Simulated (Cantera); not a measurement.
Source: NASA polynomial tables (part measured, part estimated), evaluated in Cantera. Values are per mole of reaction as written; species without (g) are pure solids or liquids, kept so even where they would boil at 1 bar. VN: taken at fixed stoichiometry.

2 VN + 12 NO(g) → V2O5 + 7 N2O(g), with ΔH° = -1640.4 kJ and ΔS° = -933.1 J/K at 300 K.

How far is the shortcut ΔG° ≈ ΔH°(300 K) − T·ΔS°(300 K) from the full temperature-dependent value at 1923, 1973, 2023, 2073, 2123, 2173, 2223 K?


| T (K) | shortcut (kJ) | full (kJ) | difference (kJ) | difference in log10 K | condensed phases |
|---|---|---|---|---|---|
| 1923 | 153.9 | 33.3 | 120.6 | -3.28 | VN(s), V2O5(l) |
| 1973 | 200.6 | 73.1 | 127.4 | -3.37 | VN(s), V2O5(l) |
| 2023 | 247.2 | 112.9 | 134.3 | -3.47 | VN(s), V2O5(l) |
| 2073 | 293.9 | 152.6 | 141.3 | -3.56 | VN(s), V2O5(l) |
| 2123 | 340.6 | 192.3 | 148.3 | -3.65 | VN(s), V2O5(l) |
| 2173 | 387.2 | 231.9 | 155.4 | -3.73 | VN(s), V2O5(l) |
| 2223 | 433.9 | 271.4 | 162.5 | -3.82 | VN(s), V2O5(l) |
The shortcut ignores heat capacities and the phase changes listed.
